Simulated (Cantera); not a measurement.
Ignition delay

Mixture: CH₄ : C₂H₆ : O₂ : N₂ : H₂O = 1 : 0.035 : 1.25 : 4.69 : 1.5 (molar parts), equivalence ratio 1.7, at 1000000 Pa, adiabatic and at constant volume. Ignition delay is the time to a rise of 400 K.

Computed with Cantera and GRI-Mech 3.0 (53 species, 325 reactions).

```json
[
 {"T0 (K)": "1123", "delay (ms)": "5.41"},
 {"T0 (K)": "1173", "delay (ms)": "3.22"},
 {"T0 (K)": "1223", "delay (ms)": "2.00"},
 {"T0 (K)": "1273", "delay (ms)": "1.26"},
 {"T0 (K)": "1323", "delay (ms)": "0.805"},
 {"T0 (K)": "1373", "delay (ms)": "0.515"},
 {"T0 (K)": "1423", "delay (ms)": "0.329"}
]
```

```json
{
  "apparent activation energy between 1323 and 1423 K": "140 kJ/mol"
}
```
